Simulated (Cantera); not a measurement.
**Aluminium and copper etching: Al + I₂ + H₂**

A closed system holds: 1 mol Al, 0.4 mol I₂, 2.4 mol H₂, at 70000 Pa.

These are equilibrium values from Cantera (NASA tables, ideal gas, pure condensed phases), not measurements of a reactor. Candidate condensed phases: Al, AlI₃, I₂; 11 gas species. Kinetics and transport are ignored.

| T (°C) | x H₂ | x AlI₃ | x AlI | x Al₂I₆ | x HI | x I | n Al(s) | n Al(l) |
|---|---|---|---|---|---|---|---|---|
| 350 | 0.920 | 0.0570 | 9.28e-7 | 0.0227 | 2.05e-7 | 6.30e-12 | 0.733 | 0 |
| 400 | 0.910 | 0.0792 | 6.67e-6 | 0.0109 | 8.26e-7 | 8.31e-11 | 0.733 | 0 |
| 450 | 0.904 | 0.0915 | 3.46e-5 | 0.00445 | 2.62e-6 | 7.34e-10 | 0.733 | 0 |
| 500 | 0.902 | 0.0966 | 0.000141 | 0.00178 | 6.99e-6 | 4.79e-9 | 0.733 | 0 |
| 550 | 0.900 | 0.0984 | 0.000477 | 0.000757 | 1.64e-5 | 2.46e-8 | 0.733 | 0 |
| 600 | 0.899 | 0.0988 | 0.00139 | 0.000349 | 3.48e-5 | 1.05e-7 | 0.731 | 0 |
| 650 | 0.898 | 0.0982 | 0.00359 | 0.000173 | 6.78e-5 | 3.81e-7 | 0.727 | 0 |
| 700 | 0.895 | 0.0966 | 0.00803 | 9.05e-5 | 0.000125 | 1.23e-6 | 0 | 0.719 |
| 750 | 0.890 | 0.0933 | 0.0163 | 4.88e-5 | 0.000217 | 3.55e-6 | 0 | 0.704 |
| 800 | 0.881 | 0.0876 | 0.0305 | 2.62e-5 | 0.000353 | 9.19e-6 | 0 | 0.678 |
x: gas mole fraction; n: condensed amount in mol.

From 350 °C to 650 °C the condensed part is Al(s). From 700 °C to 800 °C the condensed part is Al(l). The main Al-bearing gas is AlI₃ throughout.
